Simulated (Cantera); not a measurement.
A perfectly stirred reactor is fed with NH3 : H2 = 1 : 0.14 (molar parts), at 1.00 atm; it is held at 2373 K, and followed from long to short residence time.

Computed with Cantera and the gas-phase N/H chemistry of the illustrative SiF4/NH3 mechanism in the Surface Chemkin manual (1991). Walls and surfaces, which speed up NH3 decomposition in real reactors, are not modelled.

Problem. What does this change do: temperature 2373 to 2423 K?

Solution. 
```tsv
quantity	before	after
x(NH3) at τ = 0.840 s	0.000835	0.000558
x(H2) at τ = 0.840 s	0.756	0.753
x(H) at τ = 0.840 s	0.0115	0.0149
x(N2) at τ = 0.840 s	0.232	0.232
x(N2H2) at τ = 0.840 s	8.56e-9	6.28e-9
x(NH3) at τ = 73.0 ms	0.00680	0.00375
x(H2) at τ = 73.0 ms	0.755	0.755
x(H) at τ = 73.0 ms	0.00696	0.0102
x(N2) at τ = 73.0 ms	0.231	0.231
x(N2H2) at τ = 73.0 ms	1.37e-7	9.65e-8
```

Problem. What does this change do: pressure from 1.00 atm to 0.0316 atm?

Solution. 
| quantity | before | after |
|---|---|---|
| x(NH3) at τ = 0.840 s | 0.000835 | 0.0178 |
| x(H2) at τ = 0.840 s | 0.756 | 0.748 |
| x(H) at τ = 0.840 s | 0.0115 | 0.00524 |
| x(N2) at τ = 0.840 s | 0.232 | 0.228 |
| x(N2H2) at τ = 0.840 s | 8.56e-9 | 4.30e-7 |
| x(NH3) at τ = 73.0 ms | 0.00680 | 0.204 |
| x(H2) at τ = 73.0 ms | 0.755 | 0.614 |
| x(H) at τ = 73.0 ms | 0.00696 | 0.00188 |
| x(N2) at τ = 73.0 ms | 0.231 | 0.178 |
| x(N2H2) at τ = 73.0 ms | 1.37e-7 | 5.60e-6 |
